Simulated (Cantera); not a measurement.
A jet of 5.43 % CH4, 10.4 % O2, 84.1 % N2 at 300 K and 24.8 Torr hits a platinum plate 2.1 cm away at a mass flux of 0.089 kg/m²/s; the plate temperature is set and raised in steps from an oxygen-covered start.

Model: Deutschmann's 1995 Pt surface mechanism with GRI-Mech 3.0 gas chemistry, integrated in Cantera. Catalytic surfaces can have several steady states; this one follows from the mechanism file's or the stated starting coverage.

One state of this run: wall x CH4 = 0.0252; wall x O2 = 0.0424; wall x H2O = 0.0542; wall x OH = 1.85e-6; wall x CO = 4.71e-5; wall x CO2 = 0.0356; θ free Pt = 0.623; θ O* = 0.377. x: mole fraction at the wall; θ: surface coverage.

Task: Which value of plate T (K) does it belong to?
A. 1050
B. 1100
C. 1200
D. 1250

Result: B, 1100
